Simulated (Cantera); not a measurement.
## Equilibrium for carbothermic reduction: Ta2O5 + C + H2

Feed: 1 mol Ta2O5, 0.52 mol C, 6.3 mol H2, at 0.133 bar.

Method: chemical equilibrium by Gibbs-energy minimisation in Cantera with the NASA 1993 tables (ideal gas, pure condensed phases). Candidate condensed phases: C, C6H6, C7H8, C8H18, H2O, Ta, TaC, Ta2O5; 113 gas species. Mutual solubility and eutectic melting of coexisting phases are not modelled. TaC: taken at fixed stoichiometry. Condensed phases not in the tables: Ta2C, N, O or C dissolved in the metal. Kinetics and transport are ignored.

From 1375 K to 1975 K the condensed part is TaC(s) + Ta2O5(s). At 2075 K the condensed part is Ta(s) + TaC(s) + Ta2O5(l). At 2175 K the condensed part is Ta(s) + Ta2O5(l).

| T (K) | x H2 | x CO | x H | x H2O | n TaC(s) | n Ta2O5(s) | n Ta(s) | n Ta2O5(l) |
|---|---|---|---|---|---|---|---|---|
| 1375 | 0.944 | 0.0554 | 9.12e-6 | 0.00101 | 0.151 | 0.925 | 0 | 0 |
| 1475 | 0.943 | 0.0553 | 3.45e-5 | 0.00120 | 0.151 | 0.925 | 0 | 0 |
| 1575 | 0.943 | 0.0553 | 0.000111 | 0.00139 | 0.151 | 0.924 | 0 | 0 |
| 1675 | 0.943 | 0.0552 | 0.000309 | 0.00158 | 0.152 | 0.924 | 0 | 0 |
| 1775 | 0.942 | 0.0551 | 0.000769 | 0.00176 | 0.152 | 0.924 | 0 | 0 |
| 1875 | 0.941 | 0.0551 | 0.00174 | 0.00193 | 0.152 | 0.924 | 0 | 0 |
| 1975 | 0.939 | 0.0550 | 0.00363 | 0.00210 | 0.153 | 0.924 | 0 | 0 |
| 2075 | 0.928 | 0.0624 | 0.00703 | 0.00230 | 0.0989 | 0 | 0.0758 | 0.913 |
| 2175 | 0.908 | 0.0757 | 0.0127 | 0.00310 | 0 | 0 | 0.216 | 0.891 |
x: gas mole fraction; n: condensed amount in mol.
